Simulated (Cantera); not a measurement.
Cantera run:

```python
import numpy as np
import cantera as ct

gas_names = [...]  # 110 gases of nasa_gas.yaml made of C, H, O
cond_names = """
    C(gr) C6H6(L) C7H8(L) C8H18(L),n-octa H2O(s) H2O(L)
""".split()


# ... load() reads the species with a 1 bar reference pressure and builds the phases ...
atoms = {
    'C6H6': {'C': 6, 'H': 6},
    'CO2': {'C': 1, 'O': 2},
    'H2': {'H': 2},
}
top_T = {'C(gr)': 4500}  # K; cautious upper limits of use, not melting points


# ... equilibrate(T, P, feed) seeds the gas with the atoms and calls Mixture.equilibrate('TP', solver="vcs", rtol=1e-11, max_steps=5000) ...
results = []
feed = {'C6H6': 1, 'CO2': 0.11, 'H2': 1.6}  # mol
T = 2825  # K
P = 250  # Pa
mix = equilibrate(T, P, feed)
results.append((T, P, feed, dict(zip(mix.species_names, mix.species_moles))))
x = sorted(zip(gas.X, gas.species_names), reverse=True)
print(f"T = {T:g} K  P = {P:g} Pa  gas = {mix.phase_moles(0):.4g} mol")
print("   x: " + "  ".join(f"{s} {v:.3e}" for v, s in x if v > 0.001))
print("   condensed (mol): " + ("  ".join(f"{mix.phase(i).name} {mix.phase_moles(i):.4g}"
      for i in range(1, mix.n_phases) if mix.phase_moles(i) > 1e-12) or "none"))
```

It prints:

```
T = 2825 K  P = 250 Pa  gas = 8.086 mol
   x: H 7.592e-01  H2 1.808e-01  CO 2.721e-02  C3 1.713e-02  C2H2,acetylene 6.552e-03  C2H 3.618e-03  C 3.456e-03  C2 1.681e-03
   condensed (mol): C(gr) 5.243
```

These are equilibrium values from Cantera (NASA tables, ideal gas, pure condensed phases), not measurements of a reactor.
